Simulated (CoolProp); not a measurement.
Properties of CH2F2 (R32) along the isotherm 340.8 K.

Computed with CoolProp (reference Helmholtz-energy equation of state, Tillner-Roth 1997).

```tsv
p (kPa)	phase	density (kg/m³)	cp (kJ/(kg K))	cv (kJ/(kg K))	viscosity (µPa s)
289	gas	5.425	0.9252	0.7463	15.3
578	gas	11.10	0.9623	0.7618	15.3
867	gas	17.07	1.003	0.7779	15.3
1160	gas	23.44	1.049	0.7950	15.3
1450	gas	30.11	1.101	0.8128	15.4
1730	gas	36.95	1.157	0.8309	15.4
2020	gas	44.51	1.223	0.8509	15.5
2310	gas	52.63	1.301	0.8722	15.6
2600	gas	61.43	1.394	0.8953	15.8
2890	gas	71.06	1.507	0.9205	15.9
```

Viscosity comes from a separate model (Bell 2016), an estimate that may be off by 10 % or more.
